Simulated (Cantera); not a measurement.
A Cantera script and what it prints.

```python
import numpy as np
import cantera as ct

gas_names = """
    H H2 N NH NH2 NH3 N2 N2H2 N2H4 Si SiH SiH2 SiH3 SiH4 SiN Si2 Si2N Si3
""".split()
cond_names = """
    Si(cr) Si(L) Si3N4(a)
""".split()


# ... load() reads the species with a 1 bar reference pressure and builds the phases ...
atoms = {
    'trisilylamine': {'Si': 3, 'N': 1, 'H': 9},
    'NH3': {'N': 1, 'H': 3},
}
top_T = {'Si3N4(a)': 2400}  # K; cautious upper limits of use, not melting points


# ... equilibrate(T, P, feed) seeds the gas with the atoms and calls Mixture.equilibrate('TP', solver="vcs", rtol=1e-11, max_steps=5000) ...
results = []
feed = {'trisilylamine': 1, 'NH3': 13}  # mol
T = 1098  # K
P = 13332.2  # Pa
mix = equilibrate(T, P, feed)
results.append((T, P, feed, dict(zip(mix.species_names, mix.species_moles))))
print(gas.report(threshold=1e-05))
for i in range(1, mix.n_phases):
    print(f"{mix.phase(i).name:16s} {mix.phase_moles(i):12.5e} mol")
```

Result:

```
       temperature   1098 K
          pressure   13332 Pa
           density   0.0094903 kg/m^3
  mean mol. weight   6.4985 kg/kmol
   phase of matter   gas

                          1 kg             1 kmol
                     ---------------   ---------------
          enthalpy        3.6688e+06        2.3842e+07  J
   internal energy         2.264e+06        1.4713e+07  J
           entropy             30834        2.0037e+05  J/K
    Gibbs function       -3.0187e+07       -1.9617e+08  J
 heat capacity c_p            4780.3             31065  J/K
 heat capacity c_v            3500.9             22750  J/K

                      mass frac. Y      mole frac. X     chem. pot. / RT
                     ---------------   ---------------   ---------------
                H2           0.25674           0.82758           -19.947
               NH3        3.5093e-05         1.339e-05           -44.362
                N2           0.74323           0.17241           -28.882
     [  +15 minor]        9.5649e-09        6.1622e-08

Si(cr)            0.00000e+00 mol
Si3N4(a)          1.00000e+00 mol
```

Method: chemical equilibrium by Gibbs-energy minimisation in Cantera with the NASA 1993 tables (ideal gas, pure condensed phases). The feed counts by its element totals alone.
